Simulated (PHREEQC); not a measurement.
0.32 g of hydrous ferric oxide (600 m²/g; 0.2 weak and 0.005 strong sites per Fe, Dzombak-Morel constants, diffuse double layer) in 1 kg of water with 0.05 mol/kgw of an inert sodium salt and 0.37 mmol/kgw NiCl2 and 0.11 mmol/kgw ZnSO4, at 25 °C; the pH is set by adding NaOH or the inert anion's acid. Oxygen alone is held at its pressure in air (log pO2 = -0.68). CO2 from the air is kept out. Precipitation was switched off in this run.

Equilibrium calculation in PHREEQC: ion-association model, wateq4f.dat.

Q: Predict Ni sorbed (%), S sorbed (%), Zn sorbed (%) at pH = 4, 5.33, 9.33, 11.33.

A: 
| pH | Ni sorbed (%) | S sorbed (%) | Zn sorbed (%) |
|---|---|---|---|
| 4 | 0.0 | 98.3 | 0.0 |
| 5.33 | 1.3 | 84.0 | 5.3 |
| 9.33 | 88.2 | 0.2 | 54.6 |
| 11.33 | 82.7 | 0.0 | 19.5 |

Along this series the solution becomes supersaturated in solids that the run did not let form, among them Zn(OH)2-a, Ni(OH)2, Ni4(OH)6SO4.
